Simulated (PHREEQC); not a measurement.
# Metal-bearing waste water (model solution)

A solution holds 0.062 mol/kgw CdCl2, 0.074 mol/kgw ZnCl2, 0.12 mol/kgw HCl and 0.00012 mol/kgw NaCl, at 5 °C. Closed to the air; pH follows from the charge balance.

Equilibrium calculation in PHREEQC: ion-association model, phreeqc.dat.

No solid was allowed to form.

Task: Estimate the pH, activity of water.

Result: pH 1.03; activity of water 0.990.

Task: In which forms is Zn present?

Result: Zn+2 92 %, ZnCl+ 7.2 %, ZnCl2 0.9 % of the Zn.

Constants without temperature data keep their 25 °C values here.
